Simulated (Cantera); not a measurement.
A perfectly stirred reactor is fed with 32.3 % H2, 32.3 % O2, 35.5 % N2, equivalence ratio 0.50, at 0.120 bar; it is held at 1225 K, and followed from long to short residence time.

Cantera simulation using the H2/O2 subset of GRI-Mech 3.0, which has no nitrogen chemistry; the numbers are that mechanism's predictions, not measurements. The temperature is held fixed by assumption; the heat of reaction is taken as removed at once.

x: mole fraction; the columns are a selection and need not sum to one.

| τ (s) | x H2 | x O2 | x H2O | x O | x OH |
|---|---|---|---|---|---|
| 3.6 | 0.000153 | 0.192 | 0.384 | ___ | 0.000437 |
| 1.8 | 0.000242 | 0.192 | 0.384 | ___ | 0.000551 |
| 0.88 | 0.000389 | 0.192 | 0.384 | ___ | 0.000700 |
| 0.44 | 0.000615 | 0.192 | 0.383 | ___ | 0.000883 |
| 0.22 | 0.000968 | 0.192 | 0.383 | ___ | 0.00112 |
| 0.11 | 0.00152 | 0.192 | 0.382 | ___ | 0.00141 |
| 0.053 | 0.00242 | 0.192 | 0.380 | ___ | 0.00182 |
| 0.026 | 0.00378 | 0.192 | 0.377 | ___ | 0.00233 |
| 0.013 | 0.00579 | 0.192 | 0.374 | ___ | 0.00296 |
| 0.0065 | 0.00879 | 0.193 | 0.367 | ___ | 0.00377 |

Complete the blanks.


- 3.6, x O: 6.00e-5
- 1.8, x O: 9.65e-5
- 0.88, x O: 0.000158
- 0.44, x O: 0.000253
- 0.22, x O: 0.000405
- 0.11, x O: 0.000646
- 0.053, x O: 0.00105
- 0.026, x O: 0.00168
- 0.013, x O: 0.00262
- 0.0065, x O: 0.00406
